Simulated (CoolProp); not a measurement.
n-hexane at 472.17 K and 0.911 MPa is compressed adiabatically to 7.2 MPa with isentropic efficiency 0.85. Each further row changes one setting.

The numbers come from the reference Helmholtz-energy equation of state, Thol 2019 in CoolProp.

| case | work (kJ/kg) | final temperature (K) | final density (kg/m³) |
|---|---|---|---|
| as stated | 69.2 | (withheld) | (withheld) |
| efficiency 1 | 58.8 | 556.0 | 328 |
| efficiency 0.65 | 90.5 | 564.1 | (withheld) |

Question: Fill in the missing entries.

Answer: 
- as stated, final temperature (K): 558.7
- as stated, final density (kg/m³): 321
- efficiency 0.65, final density (kg/m³): 307
